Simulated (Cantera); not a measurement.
**Stirred combustor or abatement burner**

A perfectly stirred reactor is fed with 12.9 % CH4, 17.1 % O2, 64.6 % N2, 5.41 % H2O, equivalence ratio 1.5, at 140000 Pa; it is adiabatic with a 375 K inlet, and is followed from long to short residence time, starting on the burning branch (τ in s: 0.048, 0.02, 0.0083, 0.0034, 0.0014, 0.0006, 0.00025, 0.0001, 4.3e-05, 1.8e-05, 7.5e-06, 3.1e-06).

Computed with Cantera and GRI-Mech 3.0 (53 species, 325 reactions).

| τ (s) | T (K) | x CH4 | x O2 | x H2O | x C2H2 | x HCN | x HO2 |
|---|---|---|---|---|---|---|---|
| 0.048 | 1886 | 0.00356 | 0.000687 | 0.210 | 0.00191 | 3.21e-5 | 1.46e-7 |
| 0.020 | 1883 | 0.00443 | 0.00135 | 0.212 | 0.00255 | 3.38e-5 | 3.27e-7 |
| 0.0083 | 1872 | 0.00536 | 0.00261 | 0.213 | 0.00305 | 3.23e-5 | 7.59e-7 |
| 0.0034 | 1845 | 0.00669 | 0.00525 | 0.214 | 0.00335 | 2.49e-5 | 1.94e-6 |
| 0.0014 | 1761 | 0.0106 | 0.0137 | 0.210 | 0.00330 | 7.75e-6 | 7.10e-6 |
| 0.00060 | 375 | 0.129 | 0.171 | 0.0541 | <1e-12 | <1e-12 | <1e-12 |
| 0.00025 | 375 | 0.129 | 0.171 | 0.0541 | <1e-12 | <1e-12 | <1e-12 |
| 0.00010 | 375 | 0.129 | 0.171 | 0.0541 | <1e-12 | <1e-12 | <1e-12 |
| 4.3e-5 | 375 | 0.129 | 0.171 | 0.0541 | <1e-12 | <1e-12 | <1e-12 |
| 1.8e-5 | 375 | 0.129 | 0.171 | 0.0541 | <1e-12 | <1e-12 | <1e-12 |
| 7.5e-6 | 375 | 0.129 | 0.171 | 0.0541 | <1e-12 | <1e-12 | <1e-12 |
| 3.1e-6 | 375 | 0.129 | 0.171 | 0.0541 | <1e-12 | <1e-12 | <1e-12 |
x: mole fraction; the columns are a selection and need not sum to one.
